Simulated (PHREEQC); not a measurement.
Solution A (0.052 mol/kgw HBr, 0.0009 mol/kgw ZnSO4 and 0.012 mol/kgw KCl) is mixed with solution B (33 mmol/kgw HNO3, 0.045 mmol/kgw NiCl2 and 150 mmol/kgw KCl) at 85 °C; shares are by mass of water, 1 kg in all. Oxygen is held at 0.21 atm. The system is closed to CO2. Solids allowed: Zn(OH)2-e, Zn4(OH)6SO4, Zn5(OH)8Cl2, Ni(OH)2, Ni4(OH)6SO4, Goslarite, Morenosite. Others were left out.

The numbers come from PHREEQC with the ion-association model, wateq4f.dat.

| share of solution B | pH | HSO4- (mol/kgw) | Zn+2 (mol/kgw) | ZnCl+ (mol/kgw) | SO4-2 (mol/kgw) |
|---|---|---|---|---|---|
| 0 | 1.37 | 0.000806 | 0.000797 | 9.37e-5 | 8.44e-5 |
| 0.1 | (withheld) | 0.000714 | 0.000646 | 0.000156 | 8.15e-5 |
| 0.2 | 1.41 | 0.000624 | 0.000525 | (withheld) | 7.73e-5 |
| 0.3 | 1.43 | 0.000536 | 0.000424 | (withheld) | 7.19e-5 |
| 0.4 | 1.45 | 0.000451 | 0.000339 | 0.000190 | 6.53e-5 |
| 0.5 | 1.47 | 0.000369 | 0.000265 | 0.000173 | (withheld) |
| 0.6 | 1.49 | (withheld) | 0.000200 | 0.000149 | (withheld) |
| 0.7 | 1.52 | 0.000212 | 0.000142 | (withheld) | 3.84e-5 |
| 0.8 | 1.54 | 0.000138 | 9.01e-5 | 8.22e-5 | 2.70e-5 |
| 0.9 | 1.56 | 6.74e-5 | 4.30e-5 | 4.26e-5 | (withheld) |
| 1 | 1.59 | 0 | 0 | 0 | 0 |

Question: Complete the blanks.

Answer: 
- 0.1, pH: 1.39
- 0.2, ZnCl+ (mol/kgw): 0.000186
- 0.3, ZnCl+ (mol/kgw): 0.000195
- 0.5, SO4-2 (mol/kgw): 5.76e-5
- 0.6, HSO4- (mol/kgw): 0.000289
- 0.6, SO4-2 (mol/kgw): 4.86e-5
- 0.7, ZnCl+ (mol/kgw): 0.000118
- 0.9, SO4-2 (mol/kgw): 1.42e-5

At this temperature some constants are extrapolated from 25 °C, and those without enthalpy data are left unchanged.
